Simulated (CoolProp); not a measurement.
50 sccm (0 °C, 1 atm) of nitrogen bubbles through liquid tetrahydrofuran at 279.8 K and leaves saturated at a total pressure of 0.15 MPa (ideal gas phase). Each further row changes one setting.

The numbers come from the reference Helmholtz-energy equation of state, Fiedler 2023 in CoolProp.

| case | vapour pressure (kPa) | mole fraction of vapour | delivery (mg/min) | delivery (sccm) | change of delivery for a bath 1 K warmer (%) |
|---|---|---|---|---|---|
| as stated | 9.08 | (withheld) | 10.4 | 3.22 | 5.6 |
| bath temperature 284.8 K | (withheld) | (withheld) | (withheld) | 4.21 | 5.4 |
| total pressure 0.3 MPa | 9.08 | 0.0303 | 5.02 | 1.56 | 5.4 |

Fill in the missing entries.


- as stated, mole fraction of vapour: 0.0605
- bath temperature 284.8 K, vapour pressure (kPa): 11.7
- bath temperature 284.8 K, mole fraction of vapour: 0.0777
- bath temperature 284.8 K, delivery (mg/min): 13.5
